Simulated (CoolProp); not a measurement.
The numbers come from the reference Helmholtz-energy equation of state, Jacobsen 1992 in CoolProp.

### Question
Give the vapour pressure (bar), liquid cp (kJ/(kg K)), surface tension (mN/m), vapour viscosity (µPa s) of saturated R11 at 126.15, 140.55 °C.

### Answer
```tsv
T (°C)	p (bar)	liquid cp (kJ/(kg K))	surface tension (mN/m)	vapour viscosity (µPa s)
126.15	13.9	1.06	5.95	13.7
140.55	18.0	1.12	4.50	14.5
```

Viscosity comes from a separate model (Klein 1997), an estimate that may be off by 10 % or more. Surface tension comes from a separate correlation (Mulero 2012).
